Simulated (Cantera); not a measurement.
**Boron, boron nitride and boron oxide: B2H6 + N2 + H2**

Feed: 1 mol B2H6, 11 mol N2, 24 mol H2, held at 2400 K and 100 Torr.

Equilibrium computed with Cantera from the NASA thermochemical tables; the gas is ideal and each condensed phase is pure. Candidate condensed phases: B, BN; 15 gas species. The feed counts by its element totals alone. The tables' values for BH2 are old estimates; treat these amounts as uncertain. Gases not in the tables: B2H6 and higher boranes. The numbers say what is thermodynamically allowed, not how fast it happens.

| Item | Value |
|---|---|
| x(H2) | 0.696 |
| x(N2) | 0.266 |
| x(H) | 0.0363 |
| x(BH2) | 0.00151 |
| x(B) | 0.000174 |
| x(BH) | 3.57e-5 |
| x(BN) | 1.50e-5 |
| x(BH3) | 1.23e-5 |
| n(BN(s)) | 1.93 mol |
| gas amount | 37.73 mol |
| log10 activity of B(l) (absent) | -0.14 |
